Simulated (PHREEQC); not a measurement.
0.17 g of hydrous ferric oxide (600 m²/g; 0.2 weak and 0.005 strong sites per Fe, Dzombak-Morel constants, diffuse double layer) in 1 kg of water with 0.005 mol/kgw of an inert sodium salt and 0.47 mmol/kgw Na2HAsO4, at 25 °C; the pH is set by adding NaOH or the inert anion's acid. O2 is buffered at 0.21 atm. No CO2 enters from the air. No solid was allowed to form.

The series has 17 steps of pH, from 4 to 10.

Model: ion-association model, wateq4f.dat, run in PHREEQC.

Question: Near which pH is half of the As sorbed, and on which side is more sorbed?

Answer: Near pH 7.5, with more sorbed at lower pH.

Question: At which pH does the surface charge pass through zero?

Answer: Near pH 4.9.
